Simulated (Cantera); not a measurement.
A Cantera script and its output.

```python
import numpy as np
import cantera as ct

gas = ct.Solution("gri30.yaml")


def delay(T, t_max=10):
    gas.TPX = T, 101325, {'CH4': 1, 'O2': 3.57, 'N2': 13.4, 'H2O': 2.5}
    reactor = ct.IdealGasReactor(gas, clone=False)
    net = ct.ReactorNet([reactor])
    net.rtol, net.atol = 1e-8, 1e-16
    while net.time < t_max:
        t_old, T_old = net.time, reactor.T
        net.step()
        if reactor.T > T + 400:  # ignition: a rise of 400 K
            return t_old + (T + 400 - T_old) / (reactor.T - T_old) * (net.time - t_old)
    return np.nan


taus = []
for T in [1225, 1325, 1425, 1525, 1625, 1725, 1825, 1925]:
    taus.append(delay(T))
    print(f"T0 = {T:6g} K   tau = {taus[-1]:.4e} s")
```

Result:

```
T0 =   1225 K   tau = 2.9311e-02 s
T0 =   1325 K   tau = 8.0845e-03 s
T0 =   1425 K   tau = 2.4970e-03 s
T0 =   1525 K   tau = 8.7785e-04 s
T0 =   1625 K   tau = 3.5693e-04 s
T0 =   1725 K   tau = 1.6606e-04 s
T0 =   1825 K   tau = 8.6200e-05 s
T0 =   1925 K   tau = 4.8831e-05 s
```

Cantera simulation using GRI-Mech 3.0 (53 species, 325 reactions); the numbers are that mechanism's predictions, not measurements.
